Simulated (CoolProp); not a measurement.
Toluene at 418.71 K and 0.147 MPa flows at 4.1 m/s in a round tube of 25 mm bore and 1.5 µm roughness, fully developed (64/Re and Nu = 3.66 if laminar; Colebrook and Gnielinski if turbulent). Each further row changes one setting.

The numbers come from the reference Helmholtz-energy equation of state, Lemmon 2006 in CoolProp. It is a short technical equation, of lower accuracy than the large ones.

| case | Reynolds number | Darcy friction factor | pressure drop (Pa/m) | heat-transfer coefficient (W/(m² K)) | mass flow (kg/h) |
|---|---|---|---|---|---|
| as stated | 43500 | 0.0218 | 29.7 | 81.8 | 29.5 |
| velocity 8.2 m/s | 86900 | 0.0188 | 103 | 142 | 58.9 |
| diameter 50 mm | 86900 | 0.0187 | 12.8 | 70.3 | 118 |

Viscosity comes from a separate model (Avgeri 2015). Thermal conductivity comes from a separate model (Assael 2012).
